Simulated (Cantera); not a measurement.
Mixture: CH4 : C2H6 : O2 : N2 = 1 : 0.079 : 3 : 11.3 (molar parts), at 500000 Pa, adiabatic and at constant volume. Ignition delay is the time to a rise of 400 K.

Detailed kinetics in Cantera: GRI-Mech 3.0 (53 species, 325 reactions).

Question: What does this change do: N2 11.3 to 24 parts?

Answer: 
```
quantity                                                before       after
--------------------------------------------------  ----------  ----------
delay at 1000 K                                        39.8 ms     60.5 ms
delay at 1075 K                                        10.4 ms     16.7 ms
delay at 1150 K                                        3.55 ms     6.13 ms
delay at 1225 K                                        1.44 ms     2.64 ms
delay at 1300 K                                       0.641 ms     1.23 ms
delay at 1375 K                                       0.301 ms    0.586 ms
apparent activation energy between 1225 and 1375 K  150 kJ/mol  140 kJ/mol
```
